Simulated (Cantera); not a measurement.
Charge: 1 mol SiCl₄, 0.79 mol H₂, equilibrated at 1123 K.

Cantera equilibrium calculation (NASA polynomials, part measured and part estimated; ideal gas, pure solids and liquids). Candidate condensed phases: Si; 19 gas species. The tables' values for SiCl₃ are old estimates; treat these amounts as uncertain. The numbers say what is thermodynamically allowed, not how fast it happens.

log p: log10 of the partial pressure in bar; nothing condenses.

```csv
P (Pa),log p SiCl₄,log p H₂,log p HCl,log p SiHCl₃,log p SiCl₃,log p SiCl₂,log p SiH₂Cl₂
10000,-1.31,-1.42,-2.14,-2.37,-2.80,-3.20,?
20000,-1.01,-1.12,-1.87,-2.03,-2.62,-3.13,?
42000,-0.68,-0.80,-1.57,-1.68,-2.43,-3.08,?
85000,-0.38,-0.49,-1.28,-1.35,-2.26,-3.05,?
170000,-0.07,-0.19,-0.99,-1.04,-2.10,-3.02,?
350000,0.24,0.13,-0.68,-0.72,-1.93,-3.01,?
720000,0.56,0.44,-0.37,-0.40,-1.77,-3.00,?
1500000,0.88,0.76,-0.05,-0.08,-1.61,-2.99,?
3000000,1.18,1.06,0.25,0.22,-1.45,-2.99,?
```

Question: Complete the blanks.

Answer: 
- 10000, log p SiH₂Cl₂: -4.33
- 20000, log p SiH₂Cl₂: -3.96
- 42000, log p SiH₂Cl₂: -3.58
- 85000, log p SiH₂Cl₂: -3.24
- 170000, log p SiH₂Cl₂: -2.92
- 350000, log p SiH₂Cl₂: -2.59
- 720000, log p SiH₂Cl₂: -2.27
- 1500000, log p SiH₂Cl₂: -1.94
- 3000000, log p SiH₂Cl₂: -1.64
